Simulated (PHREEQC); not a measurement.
Model water analysis in mg/L, 52 °C, pH 6.23, pe 9.2:

```
constituent                 mg/L
-----------------------  -------
Na                         0.158
K                         0.0896
Ca                          2.61
Mg                         0.196
Cl                          2.61
S(6) as SO4                0.336
Alkalinity as HCO3          4.31
Cd                        0.0851
Sr                       0.00413
B                        0.00206
Ba                        0.0348
O(0) (dissolved oxygen)   0.0271
```

Valence states are taken as typed.

Model: ion-association model, wateq4f.dat, run in PHREEQC.

```
Property                        Result
--------------------  ----------------
ionic strength        0.000232 mol/kgw
charge-balance error             2.1 %
```

```tsv
species	molality	activity	log γ
CO2	7.92e-5	7.93e-5	0.000
Cl-	7.36e-5	7.23e-5	-0.008
HCO3-	7.10e-5	6.97e-5	-0.008
Ca+2	6.50e-5	6.04e-5	-0.032
Mg+2	8.04e-6	7.48e-6	-0.032
Na+	6.87e-6	6.75e-6	-0.008
SO4-2	3.44e-6	3.19e-6	-0.032
K+	2.29e-6	2.25e-6	-0.008
O2	8.47e-7	8.47e-7	0.000
Cd+2	7.49e-7	6.95e-7	-0.032
H+	6.00e-7	5.89e-7	-0.008
```

No solid was allowed to form. Complexes and solids missing from the database can't appear. Away from 25 °C the constants follow the database's enthalpies or fits; those with neither stay at their 25 °C values.
